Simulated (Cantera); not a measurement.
Charge: 1 mol (CH3)2SiCl2, a varied amount of H2, held at 2373 K and 13.5 Torr.

Method: chemical equilibrium by Gibbs-energy minimisation in Cantera with the NASA 1993 tables (ideal gas, pure condensed phases). Candidate condensed phases: C, C6H6, C7H8, C8H18, Si, SiC; 109 gas species. The feed counts by its element totals alone. The tables' values for SiCl, SiCl3 are old estimates; treat these amounts as uncertain. Gases not in the tables: Si2H6 and higher silanes. Kinetics and transport are ignored.

x: gas mole fraction; n: condensed amount in mol.

```csv
n(H2) (mol),x H2,x HCl,x H,x Cl,x Si,x SiCl2,n C(graphite),n SiC(s)
3.6,0.661,0.191,0.0846,0.0175,0.0169,0.0158,1.23,0.643
5.6,0.703,0.156,0.0873,0.0139,0.0169,0.00997,1.21,0.617
8.8,0.744,0.121,0.0898,0.0104,0.0169,0.00564,1.21,0.559
14,0.781,0.0884,0.0920,0.00744,0.0169,0.00287,1.22,0.445
21,0.806,?,0.0935,?,0.0169,?,1.24,?
33,0.829,0.0445,0.0948,0.00364,0.0166,0.000673,1.29,0
52,0.850,?,0.0960,?,?,?,?,0
81,0.865,0.0202,0.0968,0.00162,0.00819,6.56e-5,0.727,0
130,0.876,0.0130,0.0974,0.00103,0.00540,1.75e-5,0.154,0
200,0.884,0.00856,0.0979,0.000677,0.00378,5.30e-6,0,0
310,0.890,0.00558,0.0982,0.000440,0.00259,1.54e-6,0,0
```

### Question
What belongs in the gaps?

### Answer

- 52, x HCl: 0.0302
- 52, x Cl: 0.00244
- 52, x Si: 0.0118
- 52, x SiCl2: 0.000215
- 52, n C(graphite): 1.07
- 21, x HCl: 0.0648
- 21, x Cl: 0.00537
- 21, x SiCl2: 0.00149
- 21, n SiC(s): 0.278
